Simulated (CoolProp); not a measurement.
Fluoroethane (R161) at several states: Z from the reference equation and from simpler models built on Tc = 375.2 K, pc = 5.010 MPa, ω = 0.216; each cubic takes its own stable root.

The numbers come from the reference Helmholtz-energy equation of state, Wu 2012 in CoolProp.

| T (K) | p (MPa) | phase | reference |
|---|---|---|---|
| 336.5 | 0.0921 | gas | 0.9906 |
| 363.2 | 0.131 | gas | 0.9896 |
| 331.7 | 5 | liquid | 0.1345 |
| 340.1 | 0.834 | gas | 0.9128 |

How far does each simpler model (van der Waals, Redlich-Kwong, Peng-Robinson) lie from the reference over these 4 states: mean and median of the absolute difference, and the worst?


- van der Waals: mean 18.8 %, median 1.3 %, worst +72.3 % at 331.7 K and 5 MPa
- Redlich-Kwong: mean 7.1 %, median 0.5 %, worst +27.5 % at 331.7 K and 5 MPa
- Peng-Robinson: mean 2.3 %, median 0.2 %, worst +8.9 % at 331.7 K and 5 MPa
